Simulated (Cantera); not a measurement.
Charge: 1 mol TiO2, 5.1 mol CO, 0.85 mol H2, at 17.0 mbar.

Cantera equilibrium calculation (NASA polynomials, part measured and part estimated; ideal gas, pure solids and liquids). Candidate condensed phases: C, C6H6, C7H8, C8H18, H2O, Ti, TiC, TiO, TiO2, Ti2O3, Ti3O5, Ti4O7; 113 gas species. Mutual solubility and eutectic melting of coexisting phases are not modelled. Condensed phases not in the tables: Magnéli phases beyond Ti4O7. Equilibrium is a limit: real reactors are often held back by kinetics, nucleation or transport.

x: gas mole fraction; n: condensed amount in mol.

```csv
T (K),x CO,x H2,x CO2,x H2O,x H,n TiO2(rutile),n Ti4O7(s)
1273,0.856,0.143,___,0.000328,2.06e-6,0.964,0.00902
1298,0.856,0.142,___,0.000418,3.10e-6,0.956,0.0110
1323,0.855,0.142,___,0.000529,4.59e-6,0.947,0.0134
1348,0.855,0.142,___,0.000664,6.69e-6,0.936,0.0161
1373,0.855,0.142,___,0.000827,9.63e-6,0.923,0.0193
1398,0.854,0.142,___,0.00102,1.37e-5,0.908,0.0230
1423,0.854,0.142,___,0.00125,1.92e-5,0.891,0.0273
1448,0.853,0.141,___,0.00153,2.66e-5,0.871,0.0322
1473,0.853,0.141,___,0.00185,3.64e-5,0.849,0.0379
1498,0.852,0.141,___,0.00222,4.94e-5,0.823,0.0443
1523,0.851,0.140,___,0.00265,6.64e-5,0.794,0.0515
```

What belongs in the gaps?


- 1273, x CO2: 0.00119
- 1298, x CO2: 0.00143
- 1323, x CO2: 0.00172
- 1348, x CO2: 0.00204
- 1373, x CO2: 0.00242
- 1398, x CO2: 0.00285
- 1423, x CO2: 0.00334
- 1448, x CO2: 0.00389
- 1473, x CO2: 0.00451
- 1498, x CO2: 0.00522
- 1523, x CO2: 0.00600
